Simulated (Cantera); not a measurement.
Cantera run:

```python
import numpy as np
import cantera as ct

gas_names = """
    H HO2 H2 H2O H2O2 Mg MgH MgO MgOH MgO2H2 Mg2 O OH O2 O3 Si SiH SiH2 SiH3 SiH4 SiO SiO2 Si2 Si3
""".split()
cond_names = """
    H2O(s) H2O(L) Mg(cr) Mg(L) MgO(s) MgO(L) MgO2H2(s) MgSiO3(I) MgSiO3(II) MgSiO3(III) MgSiO3(L)
    Mg2SiO4(s) Mg2SiO4(L) Si(cr) Si(L) SiO2(Lqz) SiO2(hqz) SiO2(L)
""".split()


# ... load() reads the species with a 1 bar reference pressure and builds the phases ...
atoms = {
    'SiO2': {'Si': 1, 'O': 2},
    'MgO': {'Mg': 1, 'O': 1},
    'H2O': {'H': 2, 'O': 1},
}
top_T = {}  # K; cautious upper limits of use, not melting points


# ... equilibrate(T, P, feed) seeds the gas with the atoms and calls Mixture.equilibrate('TP', solver="vcs", rtol=1e-11, max_steps=5000) ...
results = []
feed = {'SiO2': 1, 'MgO': 3.2, 'H2O': 1.2}  # mol
T = 1125  # K
P = 101325  # Pa
mix = equilibrate(T, P, feed)
results.append((T, P, feed, dict(zip(mix.species_names, mix.species_moles))))
print(gas.report(threshold=1e-05))
for i in range(1, mix.n_phases):
    print(f"{mix.phase(i).name:16s} {mix.phase_moles(i):12.5e} mol")
```

Result:

```
       temperature   1125 K
          pressure   1.0132e+05 Pa
           density   0.19515 kg/m^3
  mean mol. weight   18.015 kg/kmol
   phase of matter   gas

                          1 kg             1 kmol
                     ---------------   ---------------
          enthalpy       -1.1688e+07       -2.1055e+08  J
   internal energy       -1.2207e+07       -2.1991e+08  J
           entropy             13188        2.3759e+05  J/K
    Gibbs function       -2.6525e+07       -4.7784e+08  J
 heat capacity c_p            2386.2             42987  J/K
 heat capacity c_v            1924.7             34673  J/K

                      mass frac. Y      mole frac. X     chem. pot. / RT
                     ---------------   ---------------   ---------------
               H2O                 1                 1           -51.085
     [  +23 minor]        2.3574e-06        3.5356e-06

Mg(L)             0.00000e+00 mol
MgO(s)            1.20000e+00 mol
MgSiO3(II)        0.00000e+00 mol
Mg2SiO4(s)        1.00000e+00 mol
Si(cr)            0.00000e+00 mol
SiO2(hqz)         0.00000e+00 mol
```

These are equilibrium values from Cantera (NASA tables, ideal gas, pure condensed phases), not measurements of a reactor. Mutual solubility and eutectic melting of coexisting phases are not modelled. Condensed phases not in the tables: alloys, solid solutions and most ternary compounds.
